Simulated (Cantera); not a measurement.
Cantera run, input and output.

```python
import numpy as np
import cantera as ct

gas = ct.Solution("gri30.yaml")
gas.TPX = 1450, 40000, {'CH4': 0.15, 'H2O': 4.1}
inlet = ct.Reservoir(gas, clone=True)

reactor = ct.IdealGasConstPressureReactor(gas, energy="off", clone=False)
exhaust = ct.Reservoir(gas, clone=True)
tau = [0.33, 0.16, 0.08, 0.039, 0.019, 0.0096, 0.0047, 0.0023][0]
for a, b in ((inlet, reactor), (reactor, exhaust)):
    ct.MassFlowController(a, b, mdot=lambda t: reactor.mass / tau)
net = ct.ReactorNet([reactor])
show = ['CH4', 'H2O', 'HCO', 'HO2', 'C2H2', 'CO']

rows = []
print(f"{'tau/s':>10s}{'T/K':>9s}" + "".join(f"{s:>11s}" for s in show))
for tau in [0.33, 0.16, 0.08, 0.039, 0.019, 0.0096, 0.0047, 0.0023]:
    net.initial_time = 0.0
    net.advance(30 * tau)
    before = gas.X
    net.advance(40 * tau)
    drift = np.max(np.abs(gas.X - before) / (gas.X + 1e-9))
    rows.append([gas.T, *gas[show].X, drift])
    print(f"{tau:10.3e}{gas.T:9.1f}" + "".join(f"{x:11.3e}" for x in gas[show].X))
```

It prints:

```
     tau/s      T/K        CH4        H2O        HCO        HO2       C2H2         CO
 3.300e-01   1450.0  3.057e-02  9.591e-01  1.407e-10  8.300e-14  1.648e-03  4.034e-04
 1.600e-01   1450.0  3.268e-02  9.620e-01  1.390e-10  7.145e-14  8.285e-04  1.979e-04
 8.000e-02   1450.0  3.391e-02  9.635e-01  1.260e-10  6.254e-14  3.498e-04  8.971e-05
 3.900e-02   1450.0  3.461e-02  9.642e-01  9.897e-11  5.286e-14  1.115e-04  3.464e-05
 1.900e-02   1450.0  3.497e-02  9.645e-01  6.088e-11  3.997e-14  2.556e-05  1.055e-05
 9.600e-03   1450.0  3.514e-02  9.646e-01  2.712e-11  2.566e-14  4.380e-06  2.408e-06
 4.700e-03   1450.0  3.522e-02  9.647e-01  7.571e-12  1.282e-14  4.764e-07  3.333e-07
 2.300e-03   1450.0  3.526e-02  9.647e-01  1.416e-12  5.025e-15  3.867e-08  3.095e-08
```

Detailed kinetics in Cantera: GRI-Mech 3.0 (53 species, 325 reactions).
